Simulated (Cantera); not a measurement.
Thermodynamics of sublimation and decomposition of ceramics, feed SiC + Si + H₂ + C

A closed system holds: 1 mol SiC, 0.0041 mol Si, 1.3 mol H₂, 0.38 mol C, equilibrated at 7.00e-5 bar.

Equilibrium computed with Cantera from the NASA thermochemical tables; the gas is ideal and each condensed phase is pure. Candidate condensed phases: C, C₆H₆, C₇H₈, C₈H₁₈, Si, SiC; 87 gas species. Equilibrium is a limit: real reactors are often held back by kinetics, nucleation or transport.

```tsv
T (°C)	log p H₂	log p H	log p Si	log p SiC₂	log p C₃	log p Si₂C	n C(graphite)	n SiC(s)
1700	-4.24	-4.99	-5.81	-7.24	-10.85	-7.42	0.406	0.969
1750	-4.28	-4.86	-5.47	-6.81	-10.31	-6.99	0.447	0.922
1800	-4.35	-4.76	-5.15	-6.39	-9.80	-6.58	0.543	0.808
1850	-4.48	-4.68	-4.84	-5.99	-9.32	-6.20	0.789	0.508
1900	-4.65	-4.64	-4.66	-5.72	-8.86	-6.03	1.19	0
1950	-4.74	-4.56	-4.67	-5.65	-8.42	-6.26	1.17	0
2000	-4.84	-4.49	-4.69	-5.59	-8.00	-6.50	1.14	0
2050	-4.95	-4.44	-4.71	-5.54	-7.59	-6.73	1.11	0
2100	-5.09	-4.40	-4.74	-5.49	-7.21	-6.95	1.06	0
2150	-5.23	-4.37	-4.76	-5.45	-6.84	-7.17	1.00	0
2200	-5.39	-4.35	-4.78	-5.40	-6.49	-7.38	0.928	0
2250	-5.56	-4.34	-4.81	-5.36	-6.15	-7.59	0.811	0
2300	-5.74	-4.33	-4.83	-5.33	-5.82	-7.79	0.616	0
```
log p: log10 of the partial pressure in bar; n: condensed amount in mol.

From 1700 °C to 1850 °C the condensed part is C(graphite) + SiC(s). From 1900 °C to 2300 °C the condensed part is C(graphite). The main Si-bearing gas is Si throughout.
